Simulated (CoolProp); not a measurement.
Saturation properties of toluene (Tc = 591.7 K, pc = 4.126 MPa, ω = 0.266).

Model: reference Helmholtz-energy equation of state, Lemmon 2006, in CoolProp. It is a short technical equation, of lower accuracy than the large ones.

| T (K) | p (MPa) | liquid cp (kJ/(kg K)) | vapour Z | surface tension (mN/m) | liquid conductivity (mW/(m K)) |
|---|---|---|---|---|---|
| 449.4 | 0.4804 | 2.269 | 0.8803 | 11.0 | 92.2 |
| 454.6 | 0.5320 | 2.292 | 0.8715 | 10.4 | 91.2 |
| 459.8 | 0.5875 | 2.316 | 0.8623 | 9.94 | 90.2 |
| 465 | 0.6473 | 2.341 | 0.8527 | 9.43 | 89.2 |
| 470.2 | 0.7116 | 2.366 | 0.8426 | (withheld) | 88.3 |
| 475.4 | (withheld) | 2.392 | 0.8320 | 8.45 | 87.3 |
| 480.6 | 0.8544 | (withheld) | 0.8210 | 7.96 | (withheld) |
| 485.8 | 0.9333 | 2.446 | 0.8094 | 7.49 | 85.6 |
| 491 | 1.018 | 2.475 | 0.7974 | 7.01 | 84.7 |
| 496.2 | 1.107 | 2.505 | 0.7847 | 6.55 | 83.9 |
| 501.3 | (withheld) | 2.537 | 0.7717 | 6.10 | 83.2 |
| 506.5 | 1.303 | 2.571 | 0.7579 | 5.65 | 82.4 |
| 511.7 | 1.410 | 2.607 | (withheld) | 5.21 | 81.7 |

Q: Some entries are withheld; supply them.

A: 
- 470.2, surface tension (mN/m): 8.94
- 475.4, p (MPa): 0.7805
- 480.6, liquid cp (kJ/(kg K)): 2.418
- 480.6, liquid conductivity (mW/(m K)): 86.4
- 501.3, p (MPa): 1.201
- 511.7, vapour Z: 0.7434

It boils at 383.7 K under 1 atm.

Thermal conductivity comes from a separate model (Assael 2012). Surface tension comes from a separate correlation (Mulero 2012).
